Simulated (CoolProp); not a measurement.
Acetone along the isotherm 361.4 K: Z from the reference equation and from simpler models built on Tc = 508.1 K, pc = 46.92 bar, ω = 0.307; each cubic takes its own stable root.

The numbers come from the reference Helmholtz-energy equation of state, Lemmon 2006 in CoolProp. It is a short technical equation, of lower accuracy than the large ones.

```json
[
 {"p (bar)": "31.3", "phase": "liquid", "reference": "0.08470"},
 {"p (bar)": "62.6", "phase": "liquid", "reference": "0.1682"},
 {"p (bar)": "93.8", "phase": "liquid", "reference": "0.2503"},
 {"p (bar)": "125", "phase": "liquid", "reference": "0.3316"},
 {"p (bar)": "156", "phase": "liquid", "reference": "0.4114"},
 {"p (bar)": "188", "phase": "liquid", "reference": "0.4930"},
 {"p (bar)": "219", "phase": "liquid", "reference": "0.5713"},
 {"p (bar)": "250", "phase": "liquid", "reference": "0.6490"},
 {"p (bar)": "282", "phase": "liquid", "reference": "0.7285"},
 {"p (bar)": "313", "phase": "liquid", "reference": "0.8049"},
 {"p (bar)": "344", "phase": "liquid", "reference": "0.8809"},
 {"p (bar)": "375", "phase": "liquid", "reference": "0.9563"},
 {"p (bar)": "407", "phase": "liquid", "reference": "1.034"},
 {"p (bar)": "438", "phase": "liquid", "reference": "1.108"},
 {"p (bar)": "469", "phase": "liquid", "reference": "1.182"}
]
```

How far does each simpler model (van der Waals, Redlich-Kwong, Soave-Redlich-Kwong, Peng-Robinson) lie from the reference over these 15 states: mean and median of the absolute difference, and the worst?


- van der Waals: mean 82.1 %, median 80.7 %, worst +92.0 % at 361.4 K and 31.3 bar
- Redlich-Kwong: mean 29.7 %, median 29.2 %, worst +33.5 % at 361.4 K and 31.3 bar
- Soave-Redlich-Kwong: mean 26.1 %, median 25.9 %, worst +27.5 % at 361.4 K and 31.3 bar
- Peng-Robinson: mean 12.2 %, median 12.1 %, worst +12.8 % at 361.4 K and 31.3 bar
